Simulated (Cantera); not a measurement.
Cantera with NASA thermochemical tables; ideal gases at 1 bar, condensed phases pure. Values are per mole of reaction as written; species without (g) are pure solids or liquids, kept so even where they would boil at 1 bar.

Problem. Between 300 and 2423 K, where is each reaction favourable under standard conditions?
- Ca(g) + H2O(g) → H2(g) + CaO

Solution. 
- Ca(g) + H2O(g) → H2(g) + CaO: ΔG° is -519 kJ at 300 K and -210 kJ at 2423 K; it stays negative (K > 1). ΔH° is -527 kJ and ΔS° -131 J/K at 2423 K.
